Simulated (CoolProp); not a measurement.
Computed with CoolProp (reference Helmholtz-energy equation of state, Thol 2019).

Q: For n-pentane, give the phase and the Joule-Thomson coefficient (K/MPa), conductivity (mW/(m K)), Prandtl number at 256.55 °C and 53.2 kPa; 256.55 °C and 10400 kPa; 256.55 °C and 16800 kPa.

A: 
- 256.55 °C and 53.2 kPa: gas; Joule-Thomson coefficient 5.46, conductivity 44.4, Prandtl number 0.716
- 256.55 °C and 10400 kPa: supercritical; Joule-Thomson coefficient 1.48, conductivity 78.6, Prandtl number 1.11
- 256.55 °C and 16800 kPa: supercritical; Joule-Thomson coefficient 0.393, conductivity 83.9, Prandtl number 1.43

Viscosity comes from a separate model (Quiñones-Cisneros 2006), older than the equation that it now runs on, and unchecked against measurements. Thermal conductivity comes from a separate model (Vassiliou 2015).
